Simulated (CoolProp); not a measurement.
A single-stage vapour-compression cycle with fluoroethane (R161): evaporating at 293.15 K (dew point), condensing at 325.15 K (bubble point), superheat 10 K, subcooling 2 K, compressor efficiency 0.65, no pressure losses. Each further row changes one setting.

Model: reference Helmholtz-energy equation of state, Wu 2012, in CoolProp.

| case | cooling COP | pressure ratio | discharge temperature (K) | refrigerating effect (kJ/kg) | volumetric capacity (kJ/m³) |
|---|---|---|---|---|---|
| as stated | 4.98 | 2.25 | 357.0 | 292 | 5150 |
| evaporating temperature 298.15 K | 6.11 | 1.96 | 353.1 | 295 | 5980 |
| condensing temperature 320.15 K | 6.07 | 2.01 | 349.2 | 304 | 5370 |
| subcooling 7 K | 5.19 | 2.25 | 357.0 | 305 | 5370 |
| superheat 20 K | 4.97 | 2.25 | 367.2 | 307 | 5150 |
| compressor efficiency 0.55 | 4.21 | 2.25 | 363.1 | 292 | 5150 |
